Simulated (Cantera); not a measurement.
Input (Python, Cantera) and output of one run.

```python
import numpy as np
import cantera as ct

gas_names = """
    Hg N NO NO2 NO3 N2 N2O O O2 O3
""".split()
cond_names = """
    Hg(cr) Hg(L) HgO(s)
""".split()


# ... load() reads the species with a 1 bar reference pressure and builds the phases ...
atoms = {
    'Hg': {'Hg': 1},
    'O2': {'O': 2},
    'N2': {'N': 2},
}
top_T = {}  # K; cautious upper limits of use, not melting points


# ... equilibrate(T, P, feed) seeds the gas with the atoms and calls Mixture.equilibrate('TP', solver="vcs", rtol=1e-11, max_steps=5000) ...
results = []
feed = {'Hg': 1, 'O2': 0.081, 'N2': 75}  # mol
T = 600  # K
P = 1000  # Pa
mix = equilibrate(T, P, feed)
results.append((T, P, feed, dict(zip(mix.species_names, mix.species_moles))))
print(gas.report(threshold=1e-06))
for i in range(1, mix.n_phases):
    print(f"{mix.phase(i).name:16s} {mix.phase_moles(i):12.5e} mol")
```

It prints:

```
       temperature   600 K
          pressure   1000 Pa
           density   0.0060711 kg/m^3
  mean mol. weight   30.287 kg/kmol
   phase of matter   gas

                          1 kg             1 kmol
                     ---------------   ---------------
          enthalpy        3.1929e+05        9.6703e+06  J
   internal energy        1.5458e+05        4.6817e+06  J
           entropy            8282.3        2.5084e+05  J/K
    Gibbs function       -4.6501e+06       -1.4084e+08  J
 heat capacity c_p            989.59             29971  J/K
 heat capacity c_v            715.06             21657  J/K

                      mass frac. Y      mole frac. X     chem. pot. / RT
                     ---------------   ---------------   ---------------
                Hg          0.087054          0.013144           -18.168
                N2           0.91182           0.98579           -28.356
                O2         0.0011248         0.0010647           -36.833
     [   +7 minor]        1.7253e-09        1.7058e-09

Hg(L)             0.00000e+00 mol
HgO(s)            0.00000e+00 mol
```

Method: chemical equilibrium by Gibbs-energy minimisation in Cantera with the NASA 1993 tables (ideal gas, pure condensed phases).
